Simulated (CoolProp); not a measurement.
Vapour-liquid equilibrium of cyclohexane (1) + p-xylene (2) at 371.6 K; x and y are mole fractions of (1).

The numbers come from the multi-fluid Helmholtz-energy mixture model, Zhou 2014 and Zhou 2012; pair parameters Bell 2016 in CoolProp.

```json
[
 {"x": "0.05", "bubble pressure, mixture model (kPa)": "39.77", "bubble pressure, Raoult's law (kPa)": "37.31", "y, mixture model": "0.268", "y, Raoult's law": "0.225"},
 {"x": "0.2", "bubble pressure, mixture model (kPa)": "65.08", "bubble pressure, Raoult's law (kPa)": "57.89", "y, mixture model": "0.613", "y, Raoult's law": "0.579"},
 {"x": "0.35", "bubble pressure, mixture model (kPa)": "(withheld)", "bubble pressure, Raoult's law (kPa)": "78.47", "y, mixture model": "0.756", "y, Raoult's law": "0.748"},
 {"x": "0.5", "bubble pressure, mixture model (kPa)": "106.8", "bubble pressure, Raoult's law (kPa)": "99.05", "y, mixture model": "0.839", "y, Raoult's law": "0.846"},
 {"x": "0.65", "bubble pressure, mixture model (kPa)": "125.1", "bubble pressure, Raoult's law (kPa)": "119.6", "y, mixture model": "(withheld)", "y, Raoult's law": "0.911"},
 {"x": "0.8", "bubble pressure, mixture model (kPa)": "(withheld)", "bubble pressure, Raoult's law (kPa)": "140.2", "y, mixture model": "(withheld)", "y, Raoult's law": "0.957"},
 {"x": "0.95", "bubble pressure, mixture model (kPa)": "161.3", "bubble pressure, Raoult's law (kPa)": "160.8", "y, mixture model": "0.986", "y, Raoult's law": "0.991"}
]
```

Q: What belongs in the gaps?

A: 
- 0.35, bubble pressure, mixture model (kPa): 87.10
- 0.65, y, mixture model: 0.897
- 0.8, bubble pressure, mixture model (kPa): 143.0
- 0.8, y, mixture model: 0.944

The largest gap from Raoult's law is +12.4 % in bubble pressure, at x = 0.2. No azeotrope shows between x = 0.05 and 0.95.

The pair parameters rest on a limited set of measurements; away from them the model extrapolates.
